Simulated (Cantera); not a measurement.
Input (Python, Cantera) and output of one run.

```python
import numpy as np
import cantera as ct

gas_names = """
    H HO2 H2 H2O H2O2 Mg MgH MgO MgOH MgO2H2 Mg2 O OH O2 O3 Si SiH SiH2 SiH3 SiH4 SiO SiO2 Si2 Si3
""".split()
cond_names = """
    H2O(s) H2O(L) Mg(cr) Mg(L) MgO(s) MgO(L) MgO2H2(s) MgSiO3(I) MgSiO3(II) MgSiO3(III) MgSiO3(L)
    Mg2SiO4(s) Mg2SiO4(L) Si(cr) Si(L) SiO2(Lqz) SiO2(hqz) SiO2(L)
""".split()


# ... load() reads the species with a 1 bar reference pressure and builds the phases ...
atoms = {
    'SiO2': {'Si': 1, 'O': 2},
    'MgO': {'Mg': 1, 'O': 1},
    'H2O': {'H': 2, 'O': 1},
}
top_T = {}  # K; cautious upper limits of use, not melting points


# ... equilibrate(T, P, feed) seeds the gas with the atoms and calls Mixture.equilibrate('TP', solver="vcs", rtol=1e-11, max_steps=5000) ...
results = []
feed = {'SiO2': 1, 'MgO': 0.3, 'H2O': 3.8}  # mol
T = 1348  # K
P = 180000  # Pa
mix = equilibrate(T, P, feed)
results.append((T, P, feed, dict(zip(mix.species_names, mix.species_moles))))
x = sorted(zip(gas.X, gas.species_names), reverse=True)
print(f"T = {T:g} K  P = {P:g} Pa  gas = {mix.phase_moles(0):.4g} mol")
print("   x: " + "  ".join(f"{s} {v:.3e}" for v, s in x if v > 1e-06))
print("   condensed (mol): " + ("  ".join(f"{mix.phase(i).name} {mix.phase_moles(i):.4g}"
      for i in range(1, mix.n_phases) if mix.phase_moles(i) > 1e-12) or "none"))
```

It prints:

```
T = 1348 K  P = 180000 Pa  gas = 3.8 mol
   x: H2O 9.999e-01  H2 3.591e-05  O2 1.680e-05  OH 4.634e-06
   condensed (mol): MgSiO3(III) 0.3  SiO2(hqz) 0.7
```

These are equilibrium values from Cantera (NASA tables, ideal gas, pure condensed phases), not measurements of a reactor. Mutual solubility and eutectic melting of coexisting phases are not modelled. The tables hold silica as quartz up to 1696 K and as liquid above; real silica turns to tridymite and cristobalite and melts near 1996 K. Condensed phases not in the tables: alloys, solid solutions and most ternary compounds. Gases not in the tables: Si(OH)4.
